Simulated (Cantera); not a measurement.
Ignition delay

Mixture: CH4 : O2 : N2 = 1 : 3.51 : 13.2 (molar parts), equivalence ratio 0.57, at 1.00 bar, adiabatic and at constant volume. Ignition delay is the time to a rise of 400 K.

Computed with Cantera and GRI-Mech 3.0 (53 species, 325 reactions).

| T0 (K) | delay (ms) |
|---|---|
| 1150 | 69.1 |
| 1200 | 33.0 |
| 1250 | 16.4 |
| 1300 | 8.49 |
| 1350 | 4.57 |
| 1400 | 2.57 |
| 1450 | 1.51 |
| 1500 | 0.929 |
| 1550 | 0.595 |
| 1600 | 0.396 |

apparent activation energy between 1500 and 1600 K: 170 kJ/mol
